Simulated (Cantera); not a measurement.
Input (Python, Cantera) and output of one run.

```python
import numpy as np
import cantera as ct

gas_names = """
    CL CL2 H HCL H2 Si SiCL SiCL2 SiCL3 SiCL4 SiH SiHCL3 SiH2 SiH2CL2 SiH3 SiH3CL SiH4 Si2 Si3
""".split()
cond_names = """
    Si(cr) Si(L)
""".split()


# ... load() reads the species with a 1 bar reference pressure and builds the phases ...
atoms = {
    'Si': {'Si': 1},
    'Cl2': {'CL': 2},
    'H2': {'H': 2},
}
top_T = {}  # K; cautious upper limits of use, not melting points


# ... equilibrate(T, P, feed) seeds the gas with the atoms and calls Mixture.equilibrate('TP', solver="vcs", rtol=1e-11, max_steps=5000) ...
results = []
feed = {'Si': 1, 'Cl2': 1.1, 'H2': 2.8}  # mol
T = 1248.15  # K
for P in [10000, 23000, 51000, 120000, 260000, 590000, 1300000, 3000000]:
    mix = equilibrate(T, P, feed)
    results.append((T, P, feed, dict(zip(mix.species_names, mix.species_moles))))

top = {s: max(r[3][s] / sum(r[3][g] for g in gas_names) for r in results) for s in gas_names}
cols = sorted((s for s in top if top[s] > 1e-06), key=lambda s: -top[s])[:6]
seen = [c for c in cond_names if any(r[3].get(c, 0) > 1e-12 for r in results)]
print("log10 of partial pressures in bar; condensed amounts in mol")
print(f"{'P/Pa':>10s}" + "".join(f"{s[:9]:>10s}" for s in cols + seen))
for T, P, feed, n in results:
    ng = sum(n[g] for g in gas_names)
    print(f"{P:10.4g}" + "".join(f"{np.log10(max(n[s] / ng * P / 1e5, 1e-99)):10.3f}" for s in cols)
          + "".join(f"{n.get(c, 0):10.4g}" for c in seen))
```

Output:

```
log10 of partial pressures in bar; condensed amounts in mol
      P/Pa        H2     SiCL4       HCL    SiHCL3     SiCL2     SiCL3    Si(cr)
     1e+04    -1.129    -2.065    -2.019    -2.627    -2.510    -2.717    0.4407
   2.3e+04    -0.759    -1.670    -1.736    -2.146    -2.313    -2.420    0.4389
   5.1e+04    -0.408    -1.307    -1.469    -1.698    -2.131    -2.148    0.4329
   1.2e+05    -0.032    -0.931    -1.187    -1.228    -1.943    -1.866    0.4227
   2.6e+05     0.307    -0.602    -0.936    -0.812    -1.779    -1.620    0.4107
   5.9e+05     0.664    -0.264    -0.673    -0.380    -1.610    -1.366    0.3955
   1.3e+06     1.007     0.053    -0.422     0.029    -1.452    -1.128    0.3786
     3e+06     1.370     0.377    -0.160     0.453    -1.289    -0.885    0.3583
```

Cantera equilibrium calculation (NASA polynomials, part measured and part estimated; ideal gas, pure solids and liquids). The tables' values for SiCl3 are old estimates; treat these amounts as uncertain. Gases not in the tables: Si2H6 and higher silanes.
